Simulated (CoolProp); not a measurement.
A simple Rankine cycle with water: condensing at 317.15 K, boiler at 0.127 MPa, turbine inlet 529.6 K, turbine efficiency 0.8, pump efficiency 0.7, no recuperator. Each further row changes one setting.

The numbers come from the reference Helmholtz-energy equation of state, Wagner 2002 in CoolProp.

```tsv
case	thermal efficiency (%)	net work (kJ/kg)	heat in (kJ/kg)	turbine exit temperature (K)	volume ratio over the turbine
as stated	13.7	384	2800	328.5	8.66
turbine inlet 549.6 K	14.0	(withheld)	2840	342.5	(withheld)
condensing temperature 309.15 K	15.2	431	2840	309.2	12.4
boiler pressure 0.0889 MPa	12.2	343	2800	350.7	6.47
turbine efficiency 0.7	12.0	(withheld)	2800	353.7	9.33
```

Question: Complete the blanks.

Answer: 
- turbine inlet 549.6 K, net work (kJ/kg): 397
- turbine inlet 549.6 K, volume ratio over the turbine: 8.70
- turbine efficiency 0.7, net work (kJ/kg): 336

The expansion ends wet for: condensing temperature 309.15 K.
